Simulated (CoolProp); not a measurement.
Tetrahydrofuran at several states: fugacity coefficient from the reference equation and from simpler models built on Tc = 540.2 K, pc = 5.304 MPa, ω = 0.234; each cubic takes its own stable root.

Model: reference Helmholtz-energy equation of state, Fiedler 2023, in CoolProp.

```csv
T (K),p (MPa),phase,reference,Redlich-Kwong,Soave-Redlich-Kwong,Peng-Robinson
272.9,0.536,liquid,0.01196,0.02613,0.01147,0.01228
222.6,13.5,liquid,2.513e-5,7.069e-5,2.548e-5,2.817e-5
221.3,1.26,liquid,0.0001467,0.0003934,0.0001421,0.0001671
```
